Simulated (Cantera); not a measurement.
Charge: 1 mol Si2Cl6, 4.5 mol NH3, held at 800 K and 41000 Pa.

Method: chemical equilibrium by Gibbs-energy minimisation in Cantera with the NASA 1993 tables (ideal gas, pure condensed phases). Candidate condensed phases: NH4Cl, Si, Si3N4; 28 gas species. The feed counts by its element totals alone. Kinetics and transport are ignored.

Base state: H2 0.501, HCl 0.293, N2 0.135, SiCl4 0.0705, NH3 0.000160, SiHCl3 0.000109 (mole fractions); condensed: Si3N4(s).

**Question.** What changes in the equilibrium state with this change: temperature from 800 K to 1275 K?

**Answer.** 
| species | before | after |
|---|---|---|
| H2 | 0.501 | 0.448 |
| HCl | 0.293 | 0.385 |
| N2 | 0.135 | 0.119 |
| SiCl4 | 0.0705 | 0.0437 |
| SiCl2 | <1e-9 | 0.000258 |
| SiCl3 | 1.66e-7 | 0.00132 |
| SiH2Cl2 | 1.36e-8 | 1.34e-5 |
| Si3N4(s), mol | 0.421 | 0.501 |
The tables' values for SiCl3 are old estimates; treat these amounts as uncertain.
